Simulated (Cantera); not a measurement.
# Thermodynamics of silicon etching in halogen gases, feed Si + HF + N₂ + HCl

Input: 1 mol Si, 2.6 mol HF, a varied amount of N₂, 1 mol HCl, equilibrated at 1148.15 K and 13.3 mbar.

Method: chemical equilibrium by Gibbs-energy minimisation in Cantera with the NASA 1993 tables (ideal gas, pure condensed phases). Candidate condensed phases: NH₄Cl, Si, Si₃N₄; 49 gas species. N₂ is the only nitrogen source here; it is nearly inert below about 1500 K, so the nitride shown seldom forms there in practice. The tables' values for SiF₃, SiCl₃ are old estimates; treat these amounts as uncertain. The numbers say what is thermodynamically allowed, not how fast it happens.

From 7.4 mol N₂ to 55 mol N₂ the condensed part is Si₃N₄(s). The main Si-bearing gas is SiF₄ throughout.

| n(N₂) (mol) | x N₂ | x H₂ | x HCl | x SiF₄ | x HF | x SiCl₄ | n Si₃N₄(s) |
|---|---|---|---|---|---|---|---|
| 7.4 | 0.708 | 0.129 | 0.0976 | 0.0638 | 0.000925 | 0.000296 | 0.116 |
| 11 | 0.785 | 0.0947 | 0.0722 | 0.0470 | 0.000748 | 0.000153 | 0.116 |
| 15 | 0.833 | 0.0732 | 0.0560 | 0.0364 | 0.000623 | 8.91e-5 | 0.117 |
| 19 | 0.864 | 0.0597 | 0.0458 | 0.0297 | 0.000538 | 5.83e-5 | 0.117 |
| 23 | 0.885 | 0.0504 | 0.0387 | 0.0251 | 0.000476 | 4.11e-5 | 0.117 |
| 27 | 0.901 | 0.0436 | 0.0335 | 0.0217 | 0.000428 | 3.05e-5 | 0.117 |
| 31 | 0.912 | 0.0384 | 0.0295 | 0.0191 | 0.000390 | 2.36e-5 | 0.117 |
| 35 | 0.922 | 0.0343 | 0.0264 | 0.0171 | 0.000359 | 1.87e-5 | 0.117 |
| 39 | 0.929 | 0.0310 | 0.0239 | 0.0154 | 0.000333 | 1.53e-5 | 0.117 |
| 43 | 0.935 | 0.0283 | 0.0218 | 0.0141 | 0.000312 | 1.27e-5 | 0.117 |
| 47 | 0.941 | 0.0260 | 0.0201 | 0.0130 | 0.000293 | 1.07e-5 | 0.117 |
| 51 | 0.945 | 0.0241 | 0.0186 | 0.0120 | 0.000276 | 9.14e-6 | 0.117 |
| 55 | 0.949 | 0.0224 | 0.0173 | 0.0112 | 0.000262 | 7.90e-6 | 0.117 |
x: gas mole fraction; n: condensed amount in mol.
